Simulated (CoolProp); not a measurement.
A simple Rankine cycle with sulfur dioxide: condensing at 288.15 K, boiler at 3.21 MPa, turbine inlet 420.3 K, turbine efficiency 0.75, pump efficiency 0.8, no recuperator. Each further row changes one setting.

Values from CoolProp's reference Helmholtz-energy equation of state, Gao 2016.

| case | thermal efficiency (%) | net work (kJ/kg) | heat in (kJ/kg) | turbine exit temperature (K) | volume ratio over the turbine |
|---|---|---|---|---|---|
| as stated | 15.7 | (withheld) | 424 | 288.1 | 8.88 |
| turbine inlet 440.3 K | 16.1 | 71.1 | (withheld) | (withheld) | (withheld) |
| condensing temperature 280.15 K | 16.9 | 73.6 | 435 | 280.2 | 11.7 |
| boiler pressure 2.25 MPa | 14.1 | 61.6 | (withheld) | 299.6 | (withheld) |
| turbine efficiency 0.65 | 13.5 | 57.3 | 424 | 288.1 | 9.11 |

Some entries are withheld; supply them.


- as stated, net work (kJ/kg): 66.5
- turbine inlet 440.3 K, heat in (kJ/kg): 442
- turbine inlet 440.3 K, turbine exit temperature (K): 294.8
- turbine inlet 440.3 K, volume ratio over the turbine: 8.62
- boiler pressure 2.25 MPa, heat in (kJ/kg): 436
- boiler pressure 2.25 MPa, volume ratio over the turbine: 6.26

The expansion ends wet for: as stated; condensing temperature 280.15 K; turbine efficiency 0.65.
